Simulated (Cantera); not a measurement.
What does this Cantera script print?

```python
import numpy as np
import cantera as ct

gas = ct.Solution("gri30.yaml")
gas.TPX = 1948, 101325, {'NO': 1, 'N2': 0.17}
reactor = ct.IdealGasConstPressureReactor(gas, energy="off", clone=False)
net = ct.ReactorNet([reactor])
net.rtol, net.atol = 1e-08, 1e-18
show = ['NO', 'O', 'N2O', 'O2', 'NO2', 'N2']
times = np.geomspace(8e-06, 40, 10)

steps = ct.SolutionArray(gas, extra=["t"])
rows = []
print(f"{'t/s':>10s}{'T/K':>9s}{'P/Pa':>11s}" + "".join(f"{s:>11s}" for s in show))
for t in times:
    while net.time < t:
        t_next = net.step()
        steps.append(gas.state, t=t_next)
    rows.append([np.interp(t, steps.t, y) for y in (steps.T, steps.P, *steps(*show).X.T)])
    print(f"{t:10.3e}{rows[-1][0]:9.1f}{rows[-1][1]:11.4g}" + "".join(f"{x:11.3e}" for x in rows[-1][2:]))
rate = np.gradient(steps.T, steps.t)
print("integrator steps:", len(steps.t))
if steps.T.max() > steps.T[0] + 200:
    print(f"time of steepest temperature rise: {steps.t[rate.argmax()]:.4e} s")
gas.TPX = 1948, 101325, {'NO': 1, 'N2': 0.17}
gas.equilibrate("TP")
print(f"equilibrium (TP): T = {gas.T:.1f} K  " + "  ".join(f"{s} {gas[s].X[0]:.3e}" for s in show))
```

Result:

```
       t/s      T/K       P/Pa         NO          O        N2O         O2        NO2         N2
 8.000e-06   1948.0  1.013e+05  8.547e-01  3.484e-06  4.637e-06  1.580e-08  1.216e-06  1.453e-01
 4.440e-05   1948.0  1.013e+05  8.546e-01  8.821e-06  2.496e-05  3.302e-07  1.791e-05  1.453e-01
 2.465e-04   1948.0  1.013e+05  8.544e-01  2.413e-05  1.173e-04  1.110e-05  1.310e-04  1.453e-01
 1.368e-03   1948.0  1.013e+05  8.529e-01  5.442e-05  3.036e-04  4.777e-04  3.782e-04  1.459e-01
 7.593e-03   1948.0  1.013e+05  8.451e-01  6.292e-05  3.263e-04  4.332e-03  4.415e-04  1.498e-01
 4.214e-02   1948.0  1.013e+05  8.030e-01  8.972e-05  2.902e-04  2.520e-02  6.235e-04  1.708e-01
 2.339e-01   1948.0  1.013e+05  6.146e-01  1.615e-04  1.634e-04  1.192e-01  8.984e-04  2.650e-01
 1.298e+00   1948.0  1.013e+05  2.079e-01  2.541e-04  1.805e-05  3.229e-01  4.894e-04  4.685e-01
 7.207e+00   1948.0  1.013e+05  2.032e-02  2.867e-04  5.216e-07  4.169e-01  5.429e-05  5.624e-01
 4.000e+01   1948.0  1.013e+05  8.019e-03  2.887e-04  3.867e-07  4.231e-01  2.158e-05  5.686e-01
integrator steps: 1412
equilibrium (TP): T = 1948.0 K  NO 8.006e-03  O 2.887e-04  N2O 3.866e-07  O2 4.231e-01  NO2 2.154e-05  N2 5.686e-01
```

Model: GRI-Mech 3.0 (53 species, 325 reactions), integrated in Cantera.
